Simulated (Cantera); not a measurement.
Feed: 1 mol Si, 0.75 mol H₂, at 900 K and 390000 Pa.

These are equilibrium values from Cantera (NASA tables, ideal gas, pure condensed phases), not measurements of a reactor. Candidate condensed phases: Si; 9 gas species. Kinetics and transport are ignored.

Base state: H₂ 1.000 (mole fractions); condensed: Si(s).

Task: What changes in the equilibrium state with this change: 0.85 mol HF added?

Result: 
```tsv
species	before	after
H₂	1.000	0.838
SiF₄	0	0.133
SiHF₃	0	0.0262
SiH₂F₂	0	0.00286
SiH₃F	0	6.81e-5
SiF₃	0	1.88e-5
Si(s), mol	1.000	0.776
```
The tables' values for SiF₃ are old estimates; treat these amounts as uncertain.
